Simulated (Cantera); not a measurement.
**Ignition delay**

Mixture: 4.18 % CH4, 12.3 % O2, 83.5 % N2, equivalence ratio 0.68, at 33.0 bar, adiabatic and at constant pressure. Ignition delay is the time to a rise of 400 K.

Detailed kinetics in Cantera: GRI-Mech 3.0 (53 species, 325 reactions). The pressure lies above the range GRI-Mech 3.0 was tuned for (to about 10 atm).

| T0 (K) | delay (ms) |
|---|---|
| 1323 | 0.495 |
| 1398 | 0.240 |
| 1473 | 0.122 |
| 1548 | 0.0647 |
| 1623 | 0.0353 |
| 1698 | 0.0199 |

```yaml
apparent activation energy between 1548 and 1698 K: 170 kJ/mol
```
